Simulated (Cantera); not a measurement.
## Gas activation for diamond growth

An isothermal, constant-pressure homogeneous reactor starts with CH₄ : H₂ : CO₂ = 0.024 : 1 : 0.0023 (molar parts), at 1550 K and 4600 Pa.

Model: GRI-Mech 3.0 (53 species, 325 reactions), integrated in Cantera. GRI-Mech 3.0 stops at C3 and has no aromatics, soot or wall deposition, so with more carbon than oxygen in the feed, carbon stays in small species such as C2H2 where larger ones or solid carbon would form. Radical loss at walls, strong at low pressure, is not modelled.

| t (s) | x CH₄ | x H₂ | x CO₂ | x CH₃ | x OH |
|---|---|---|---|---|---|
| 0.000200 | 0.0234 | 0.974 | 0.00224 | 2.35e-7 | 7.96e-12 |
| 0.000472 | 0.0234 | 0.974 | 0.00224 | 5.43e-7 | 1.90e-11 |
| 0.00111 | 0.0234 | 0.974 | 0.00224 | 1.27e-6 | 4.51e-11 |
| 0.00263 | 0.0234 | 0.974 | 0.00224 | 2.99e-6 | 1.07e-10 |
| 0.00621 | 0.0234 | 0.974 | 0.00224 | 7.02e-6 | 2.52e-10 |
| 0.0147 | 0.0234 | 0.974 | 0.00223 | 1.63e-5 | 5.89e-10 |
| 0.0346 | 0.0233 | 0.974 | 0.00220 | 3.51e-5 | 1.33e-9 |
| 0.0818 | 0.0233 | 0.974 | 0.00207 | 5.73e-5 | 2.59e-9 |
| 0.193 | 0.0231 | 0.974 | 0.00172 | 6.27e-5 | 4.08e-9 |
| 0.456 | 0.0226 | 0.973 | 0.00111 | 6.17e-5 | 6.26e-9 |
| 1.08 | 0.0216 | 0.973 | 0.000386 | 5.93e-5 | 8.80e-9 |
| 2.54 | 0.0195 | 0.974 | 3.31e-5 | 5.40e-5 | 1.01e-8 |
| 6.00 | 0.0158 | 0.976 | 1.89e-6 | 4.45e-5 | 1.03e-8 |
x: mole fraction; the columns are a selection and need not sum to one.

Equilibrium at this temperature and pressure: CH₄ 0.00216, H₂ 0.984, CO₂ 1.57e-11, CH₃ 6.53e-6, OH <1e-12 (gas phase only).
